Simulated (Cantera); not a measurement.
A Cantera script and its output.

```python
import numpy as np
import cantera as ct

gas = ct.Solution("gri30.yaml")
gas.TPX = 1973, 95000, {'CH4': 1, 'CO2': 1.9}
inlet = ct.Reservoir(gas, clone=True)

reactor = ct.IdealGasConstPressureReactor(gas, energy="off", clone=False)
exhaust = ct.Reservoir(gas, clone=True)
tau = [28, 8, 2.3, 0.67, 0.19, 0.056, 0.016, 0.0047, 0.0014, 0.00039][0]
for a, b in ((inlet, reactor), (reactor, exhaust)):
    ct.MassFlowController(a, b, mdot=lambda t: reactor.mass / tau)
net = ct.ReactorNet([reactor])
show = ['CH4', 'CO2', 'CO', 'C2H6', 'HO2', 'O2']

rows = []
print(f"{'tau/s':>10s}{'T/K':>9s}" + "".join(f"{s:>11s}" for s in show))
for tau in [28, 8, 2.3, 0.67, 0.19, 0.056, 0.016, 0.0047, 0.0014, 0.00039]:
    net.initial_time = 0.0
    net.advance(30 * tau)
    before = gas.X
    net.advance(40 * tau)
    drift = np.max(np.abs(gas.X - before) / (gas.X + 1e-9))
    rows.append([gas.T, *gas[show].X, drift])
    print(f"{tau:10.3e}{gas.T:9.1f}" + "".join(f"{x:11.3e}" for x in gas[show].X))
```

It prints:

```
     tau/s      T/K        CH4        CO2         CO       C2H6        HO2         O2
 2.800e+01   1973.0  8.426e-05  5.518e-02  5.364e-01  2.363e-10  1.044e-11  1.196e-08
 8.000e+00   1973.0  2.901e-04  5.535e-02  5.363e-01  2.743e-09  1.026e-11  1.168e-08
 2.300e+00   1973.0  9.021e-04  5.597e-02  5.356e-01  2.634e-08  1.029e-11  1.167e-08
 6.700e-01   1973.0  2.370e-03  5.818e-02  5.327e-01  1.840e-07  1.087e-11  1.206e-08
 1.900e-01   1973.0  5.302e-03  6.555e-02  5.216e-01  9.645e-07  1.306e-11  1.321e-08
 5.600e-02   1973.0  9.997e-03  8.430e-02  4.926e-01  3.767e-06  1.929e-11  1.559e-08
 1.600e-02   1973.0  1.774e-02  1.251e-01  4.335e-01  1.334e-05  3.364e-11  1.918e-08
 4.700e-03   1973.0  3.266e-02  1.995e-01  3.399e-01  4.465e-05  5.233e-11  1.969e-08
 1.400e-03   1973.0  6.799e-02  3.210e-01  2.156e-01  1.442e-04  5.632e-11  1.199e-08
 3.900e-04   1973.0  1.412e-01  4.758e-01  8.966e-02  4.173e-04  4.030e-11  3.779e-09
```

Cantera simulation using GRI-Mech 3.0 (53 species, 325 reactions); the numbers are that mechanism's predictions, not measurements.
